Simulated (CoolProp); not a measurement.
Vapour-liquid equilibrium of n-hexane (1) + toluene (2) at 390.5 K; x and y are mole fractions of (1).

Computed with CoolProp (multi-fluid Helmholtz-energy mixture model, Thol 2019 and Lemmon 2006; pair parameters Bell 2016).

| x | bubble pressure, mixture model (bar) | bubble pressure, Raoult's law (bar) | y, mixture model | y, Raoult's law |
|---|---|---|---|---|
| 0.05 | 1.413 | 1.350 | 0.171 | 0.139 |
| 0.2 | 1.904 | 1.731 | 0.463 | 0.435 |
| 0.35 | 2.311 | 2.112 | 0.623 | 0.624 |
| 0.5 | 2.670 | 2.492 | 0.733 | 0.755 |
| 0.65 | 3.003 | 2.873 | 0.822 | 0.851 |
| 0.8 | 3.327 | 3.254 | 0.901 | 0.925 |
| 0.95 | 3.652 | 3.635 | 0.975 | 0.983 |

The largest gap from Raoult's law is +10.0 % in bubble pressure, at x = 0.2. No azeotrope shows between x = 0.05 and 0.95.

The pair parameters rest on a limited set of measurements; away from them the model extrapolates.
